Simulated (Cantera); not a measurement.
Charge: 1 mol AlCl3, 28 mol N2O, 1.7 mol H2, at 2173 K and 0.320 bar.

Equilibrium computed with Cantera from the NASA thermochemical tables; the gas is ideal and each condensed phase is pure. Candidate condensed phases: Al, AlCl3, AlN, Al2O3, H2O, NH4Cl; 45 gas species. Kinetics and transport are ignored.

Base state: N2 0.619, O2 0.278, HCl 0.0367, Cl 0.0299, H2O 0.0182, NO 0.0121, OH 0.00271, O 0.00212 (mole fractions); condensed: Al2O3(s).

Task: What changes in the equilibrium state with this change: pressure from 0.320 bar to 0.000100 bar?

Result: 
```
species         before     after
-------------  -------  --------
N2               0.619     0.572
O2               0.278     0.204
O              0.00212     0.103
H              6.53e-5    0.0228
OH             0.00271    0.0144
HCl             0.0367   0.00730
Cl              0.0299    0.0543
H2O             0.0182    0.0105
NO              0.0121   0.00996
AlOCl          7.80e-6  0.000115
AlO            1.16e-9   3.02e-5
AlCl           1.95e-8   1.91e-5
Al2O3(s), mol    0.500     0.495
```

Task: What changes in the equilibrium state with this change: pressure from 0.320 bar to 0.000320 bar?

Result: 
| species | before | after |
|---|---|---|
| N2 | 0.619 | 0.590 |
| O2 | 0.278 | 0.231 |
| O | 0.00212 | 0.0611 |
| H | 6.53e-5 | 0.0115 |
| OH | 0.00271 | 0.0137 |
| HCl | 0.0367 | 0.0113 |
| Cl | 0.0299 | 0.0524 |
| H2O | 0.0182 | 0.0161 |
| NO | 0.0121 | 0.0108 |
| AlOCl | 7.80e-6 | 8.06e-5 |
| Cl2 | 0.000155 | 4.77e-7 |
| NO2 | 1.05e-5 | 2.69e-7 |
| Al2O3(s), mol | 0.500 | 0.497 |
